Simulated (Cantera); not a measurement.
Predominance diagram of Ca at 902 °C against the partial pressures of O₂ and Br₂ (log10, bar). Source: NASA polynomial tables (part measured, part estimated), evaluated in Cantera. Candidates: Ca(l), CaBr₂(l), CaO(s). Only these pure phases compete in this equilibrium. Not in the tables: oxide halides.

```
log p(Br₂) \ log p(O₂)
        columns: -32, -30.1, -28.2, -26.4, -24.5, -22.6, -20.7, -18.8, -16.9, -15.1, -13.2, -11.3, -9.4, -7.5, -5.6, -3.8, -1.9, 0
      0  A A A A A A A A A A A A A A A A A A
   -1.9  A A A A A A A A A A A A A A A A A B
   -3.8  A A A A A A A A A A A A A A A B B B
   -5.6  A A A A A A A A A A A A A B B B B B
   -7.5  A A A A A A A A A A A B B B B B B B
   -9.4  A A A A A A A A A B B B B B B B B B
  -11.2  A A A A A A A B B B B B B B B B B B
  -13.1  A A A A A B B B B B B B B B B B B B
    -15  A A A B B B B B B B B B B B B B B B
```

A: CaBr₂(l); B: CaO(s).
